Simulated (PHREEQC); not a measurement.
## Acid mine or pickling water

Synthetic water in mg/L, 33 °C, pH 3.22, pe 12.5: Na 26.2; K 169; Ca 28.7; Mg 129; Cl 191; S(6) as SO4 660; Al 1.03; N(5) as NO3 0.122; Zn 0.577; F 5.7; Mn(2) 0.287.

Valence states are taken as typed.

Equilibrium calculation in PHREEQC: ion-association model, wateq4f.dat.

Precipitation was switched off in this run.

### Question
Estimate the ionic strength, charge-balance error.

### Answer
ionic strength 0.0240 mol/kgw; charge-balance error -2.6 %.

### Question
In which forms is Zn present?

### Answer
Zn+2 71 %, ZnSO4 27 %, Zn(SO4)2-2 1.0 %, ZnCl+ 0.8 % of the Zn.

Fluoro complexes past AlF4- and FeF3 are missing from the database.
